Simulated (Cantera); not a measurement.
A closed system holds: 1 mol AlCl3, 2.8 mol N2, a varied amount of H2, at 725 °C and 0.100 bar.

Equilibrium computed with Cantera from the NASA thermochemical tables; the gas is ideal and each condensed phase is pure. Candidate condensed phases: Al, AlCl3, AlN, NH4Cl; 20 gas species. Kinetics and transport are ignored.

### Question
What share of the Al ends up in condensed phases as a function of n(H2) (mol), at 3.9, 5.4, 7.5, 10, 14, 20, 27, 38, 52, 72, 100, 140?

### Answer
```csv
n(H2) (mol),Al condensed (%),as
3.9,29.6,AlN(s)
5.4,34.3,AlN(s)
7.5,39.6,AlN(s)
10,44.7,AlN(s)
14,51.0,AlN(s)
20,58.1,AlN(s)
27,64.2,AlN(s)
38,71.0,AlN(s)
52,77.0,AlN(s)
72,82.6,AlN(s)
100,87.4,AlN(s)
140,91.3,AlN(s)
```
